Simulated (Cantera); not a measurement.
Input: 1 mol Fe(CO)₅, 1.8 mol CO, 13 mol H₂, held at 1548.15 K and 3400 Pa.

Method: chemical equilibrium by Gibbs-energy minimisation in Cantera with the NASA 1993 tables (ideal gas, pure condensed phases). Candidate condensed phases: C, C₆H₆, C₇H₈, C₈H₁₈, Fe, Fe(CO)₅, FeO, Fe(OH)₂, Fe(OH)₃, Fe₂O₃, Fe₃O₄, H₂O; 114 gas species. Rates play no part.

Base state: H₂ 0.656, CO 0.343, H 0.000136, H₂O 1.80e-5, CH₄ 1.57e-5, Fe 1.19e-5 (mole fractions); condensed: Fe(γ).

Task: What changes in the equilibrium state with this change: 1.9 mol H₂O added?

Result: 
```tsv
species	before	after
H₂	0.656	0.612
CO	0.343	0.300
H₂O	1.80e-5	0.0745
CO₂	3.38e-6	0.0131
Fe	1.19e-5	1.19e-5
CH₄	1.57e-5	2.69e-9
H	0.000136	0.000131
Fe(γ), mol	1.000	1.000
```
